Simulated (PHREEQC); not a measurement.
Solution (25 °C): 1.8 mmol/kgw H2SO4 and 18 mmol/kgw MnSO4. Closed to the air; pH follows from the charge balance.

Model: ion-association model, phreeqc.dat, run in PHREEQC.

```csv
quantity,before,after
pH,2.71,3.27
ionic strength (mol/kgw),0.0512,0.0125
SO4-2 (mol/kgw),0.0126,0.00316
HSO4- (mol/kgw),0.00133,0.000120
```

Problem. Name the change that produced these shifts.
(A) diluted 2-fold with water
(B) H2SO4 left out
(C) diluted 5-fold with water
(D) temperature from 25 to 20 °C
(E) diluted 10-fold with water

Solution. C, diluted 5-fold with water

This is a speciation only: nothing precipitates in the calculation.
